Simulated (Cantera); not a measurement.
Charge: 1 mol SiC, 0.18 mol Si, 3.7 mol H₂, held at 2498.15 K.

Cantera equilibrium calculation (NASA polynomials, part measured and part estimated; ideal gas, pure solids and liquids). Candidate condensed phases: C, C₆H₆, C₇H₈, C₈H₁₈, Si, SiC; 87 gas species. Mutual solubility and eutectic melting of coexisting phases are not modelled. Gases not in the tables: Si₂H₆ and higher silanes. Kinetics and transport are ignored.

**Question.** Which condensed phases are stable at each of these points (P (Pa)): 1, 7.20, 52, 370, 2700, 19000, 140000, 1000000?

**Answer.** 
```json
[
 {"P (Pa)": "1", "condensed phases": "gas only", "Si condensed (%)": "0.0"},
 {"P (Pa)": "7.20", "condensed phases": "C(graphite)", "Si condensed (%)": "0.0"},
 {"P (Pa)": "52", "condensed phases": "C(graphite)", "Si condensed (%)": "0.0"},
 {"P (Pa)": "370", "condensed phases": "C(graphite)", "Si condensed (%)": "0.0"},
 {"P (Pa)": "2700", "condensed phases": "SiC(s)", "Si condensed (%)": "71.8"},
 {"P (Pa)": "19000", "condensed phases": "Si(l) + SiC(s)", "Si condensed (%)": "87.6"},
 {"P (Pa)": "140000", "condensed phases": "Si(l) + SiC(s)", "Si condensed (%)": "97.9"},
 {"P (Pa)": "1000000", "condensed phases": "Si(l) + SiC(s)", "Si condensed (%)": "99.4"}
]
```

At 1.00e-5 bar nothing is condensed. From 7.20e-5 bar to 0.00370 bar the condensed part is C(graphite). At 0.0270 bar the condensed part is SiC(s). From 0.190 bar to 10.0 bar the condensed part is Si(l) + SiC(s).
